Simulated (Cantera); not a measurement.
A freely propagating, adiabatic, planar premixed flame of CO : H₂ : CH₄ : O₂ : N₂ = 1 : 0.047 : 0.33 : 1.62 : 5.51 (molar parts), equivalence ratio 0.73, unburnt at 423 K and 0.132 atm; mixture-averaged transport, grid criteria slope 0.08 and curve 0.16, no radiation.

Cantera simulation using GRI-Mech 3.0 (53 species, 325 reactions); the numbers are that mechanism's predictions, not measurements. Burning velocities carry a grid error of a few per cent, more on coarse grids.

Task: How do the results move with these cheaper or finer settings: unity-Lewis-number transport; multicomponent transport; multicomponent+Soret transport; grid criteria slope 0.5, curve 1; grid criteria slope 0.25, curve 0.5; grid criteria slope 0.03, curve 0.06?

Result: 
| setting | laminar burning velocity | thermal thickness | peak x(C₂H) | peak x(CH₃) | grid points |
|---|---|---|---|---|---|
| as above | 112 cm/s | 3.02 mm | <1e-8 | 0.000386 | 184 |
| unity-Lewis-number transport | 74.0 cm/s | 3.18 mm | <1e-8 | 0.000278 | 150 |
| multicomponent transport | 112 cm/s | 3.04 mm | <1e-8 | 0.000386 | 184 |
| multicomponent+Soret transport | 109 cm/s | 3.04 mm | <1e-8 | 0.000370 | 184 |
| grid criteria slope 0.5, curve 1 | 122 cm/s | 3.65 mm | <1e-8 | 0.000362 | 48 |
| grid criteria slope 0.25, curve 0.5 | 114 cm/s | 3.21 mm | <1e-8 | 0.000377 | 74 |
| grid criteria slope 0.03, curve 0.06 | 111 cm/s | 2.96 mm | <1e-8 | 0.000389 | 375 |
The base run took very roughly 70 core-seconds.
Unity Lewis numbers drop preferential diffusion, which matters most where H2 and H carry the flame; Soret adds thermal diffusion.
